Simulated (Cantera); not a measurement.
A freely propagating, adiabatic, planar premixed flame of CH4 : C2H6 : O2 : N2 : CO2 = 1 : 0.06 : 1.84 : 5.16 : 0.58 (molar parts), unburnt at 575 K and 1000000 Pa; mixture-averaged transport, grid criteria slope 0.08 and curve 0.16, no radiation.

Model: GRI-Mech 3.0 (53 species, 325 reactions), integrated in Cantera. Burning velocities carry a grid error of a few per cent, more on coarse grids.

Task: What does this change do: 0.76 parts H2 added?

Result: 
| quantity | before | after |
|---|---|---|
| laminar burning velocity | 53.7 cm/s | 51.2 cm/s |
| thermal thickness | 0.0605 mm | 0.0700 mm |
| peak x(C2H4) | 0.00230 | 0.00237 |
| peak x(CH2) | 6.39e-5 | 4.76e-5 |

Task: What does this change do: inlet temperature 575 to 548 K?

Result: 
```csv
quantity,before,after
laminar burning velocity,53.7 cm/s,48.4 cm/s
thermal thickness,0.0605 mm,0.0629 mm
peak x(C2H4),0.00230,0.00228
peak x(CH2),6.39e-5,6.02e-5
```
